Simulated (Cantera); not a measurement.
A perfectly stirred reactor is fed with C₂H₄ : O₂ : N₂ : CO₂ = 1 : 7.32 : 27.5 : 2.2 (molar parts), equivalence ratio 0.41, at 100000 Pa; it is adiabatic with a 675 K inlet, and is followed from long to short residence time, starting on the burning branch (τ in s: 0.033, 0.017, 0.0086, 0.0044, 0.0023, 0.0012, 0.0006, 0.00031, 0.00016, 8e-05, 4.1e-05, 2.1e-05, 1.1e-05).

Model: GRI-Mech 3.0 (53 species, 325 reactions), integrated in Cantera. GRI-Mech 3.0 was tuned for natural gas; its chemistry of ethylene as a main component is partial and can be far from experiment.

Q: Predict: blow-out, bracketed by the residence times tried; x(C₂H₄) at τ = 33.0 ms; x(O₂) at τ = 33.0 ms; x(CO₂) at τ = 33.0 ms; x(H₂O) at τ = 33.0 ms; x(CH₂O) at τ = 33.0 ms; x(C₂H₄) at τ = 0.600 ms; x(O₂) at τ = 0.600 ms; x(CO₂) at τ = 0.600 ms; x(H₂O) at τ = 0.600 ms; x(CH₂O) at τ = 0.600 ms.

A: 
- blow-out, bracketed by the residence times tried = burning at 0.310 ms, out at 0.160 ms
- x(C₂H₄) at τ = 33.0 ms = 1.26e-5
- x(O₂) at τ = 33.0 ms = 0.114
- x(CO₂) at τ = 33.0 ms = 0.109
- x(H₂O) at τ = 33.0 ms = 0.0520
- x(CH₂O) at τ = 33.0 ms = 1.19e-6
- x(C₂H₄) at τ = 0.600 ms = 0.000153
- x(O₂) at τ = 0.600 ms = 0.118
- x(CO₂) at τ = 0.600 ms = 0.0970
- x(H₂O) at τ = 0.600 ms = 0.0495
- x(CH₂O) at τ = 0.600 ms = 2.36e-5
